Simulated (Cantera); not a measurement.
A closed system holds: 1 mol CH2F2, 0.6 mol H2, held at 1850 K and 25.0 mbar.

These are equilibrium values from Cantera (NASA tables, ideal gas, pure condensed phases), not measurements of a reactor. Candidate condensed phases: C, C6H6, C7H8, C8H18; 95 gas species. Kinetics and transport are ignored.

Base state: HF 0.769, H2 0.230, H 0.00163, C2H2 (acetylene) 6.01e-5 (mole fractions); condensed: C(graphite).

Q: What changes in the equilibrium state with this change: temperature from 1850 K to 3373.15 K?

A: 
```json
[
 {"species": "HF", "before": "0.769", "after": "0.403"},
 {"species": "H", "before": "0.00163", "after": "0.370"},
 {"species": "F", "before": "1.16e-6", "after": "0.0947"},
 {"species": "H2", "before": "0.230", "after": "0.0178"},
 {"species": "C3", "before": "<1e-9", "after": "0.0593"},
 {"species": "C", "before": "<1e-9", "after": "0.0247"},
 {"species": "C2", "before": "<1e-9", "after": "0.0125"},
 {"species": "CF", "before": "2.42e-9", "after": "0.0113"},
 {"species": "C2H", "before": "4.60e-9", "after": "0.00447"},
 {"species": "C5", "before": "<1e-9", "after": "0.000801"},
 {"species": "C4", "before": "<1e-9", "after": "0.000271"},
 {"species": "CH", "before": "<1e-9", "after": "0.000136"},
 {"species": "C(graphite), mol", "before": "1.000", "after": "0"}
]
```
